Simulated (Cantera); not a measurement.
**Gas activation for diamond growth**

A perfectly stirred reactor is fed with 1.75 % CH4, 97.4 % H2, 0.809 % H, at 0.0267 bar; it is held at 1423 K, and followed from long to short residence time.

Cantera simulation using GRI-Mech 3.0 (53 species, 325 reactions); the numbers are that mechanism's predictions, not measurements. GRI-Mech 3.0 stops at C3 and has no aromatics, soot or wall deposition, so with more carbon than oxygen in the feed, carbon stays in small species such as C2H2 where larger ones or solid carbon would form. Radical loss at walls, strong at low pressure, is not modelled.

```
τ (s)     x CH4   x H2       x H    x C2H2   x C2H4
-------  ------  -----  --------  --------  -------
3.2      0.0148  0.984  0.000179   0.00129  4.21e-5
0.74     0.0153  0.983  0.000351   0.00103  5.31e-5
0.17     0.0158  0.983  0.000688  0.000727  6.63e-5
0.038    0.0161  0.982   0.00134  0.000434  7.66e-5
0.0086   0.0161  0.980   0.00245  0.000217  7.83e-5
0.0020   0.0160  0.979   0.00399   8.09e-5  6.47e-5
0.00044  0.0158  0.977   0.00548   1.51e-5  3.15e-5
0.00010  0.0161  0.976   0.00646   1.28e-6  6.47e-6
```
x: mole fraction; the columns are a selection and need not sum to one.
